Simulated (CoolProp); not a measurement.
Vapour pressure (MPa) of R11: the reference equation beside estimates from Tc = 198.0 °C, pc = 4.408 MPa, ω = 0.189. Clausius-Clapeyron is anchored at -1.25 °C with a constant enthalpy of vaporisation of 26.13 kJ/mol.

Computed with CoolProp (reference Helmholtz-energy equation of state, Jacobsen 1992).

| T (°C) | reference | Lee-Kesler | Clausius-Clapeyron | van der Waals | Redlich-Kwong | Soave-Redlich-Kwong | Peng-Robinson |
|---|---|---|---|---|---|---|---|
| -46.95 | 0.003253 | 0.003149 | 0.003687 | 0.09261 | 0.005573 | 0.003213 | 0.003504 |
| -35.55 | 0.006668 | 0.006454 | 0.007181 | 0.1298 | 0.01121 | 0.006574 | 0.007040 |
| -24.15 | 0.01266 | 0.01229 | 0.01316 | 0.1767 | 0.02081 | 0.01248 | 0.01316 |
| -12.65 | 0.02264 | 0.02206 | 0.02297 | 0.2350 | 0.03625 | 0.02233 | 0.02325 |
| -1.25 | 0.03809 | 0.03729 | 0.03809 | 0.3049 | 0.05931 | 0.03762 | 0.03875 |
| 10.15 | 0.06104 | 0.06007 | 0.06064 | 0.3879 | 0.09240 | 0.06041 | 0.06167 |
| 21.65 | 0.09414 | 0.09311 | 0.09347 | 0.4860 | 0.1385 | 0.09340 | 0.09462 |
| 33.05 | 0.1395 | 0.1385 | 0.1390 | 0.5985 | 0.1994 | 0.1387 | 0.1396 |
| 44.55 | 0.2007 | 0.2001 | 0.2015 | 0.7284 | 0.2790 | 0.2001 | 0.2004 |
| 55.95 | 0.2800 | 0.2800 | 0.2839 | 0.8743 | 0.3788 | 0.2799 | 0.2791 |

Absolute difference from the reference over all 10 rows, mean and median: Lee-Kesler 1.8 and 1.8 %, Clausius-Clapeyron 3.0 and 1.1 %, van der Waals 928.4 and 618.0 %, Redlich-Kwong 53.5 and 53.5 %, Soave-Redlich-Kwong 0.9 and 1.1 %, Peng-Robinson 2.4 and 1.4 %.
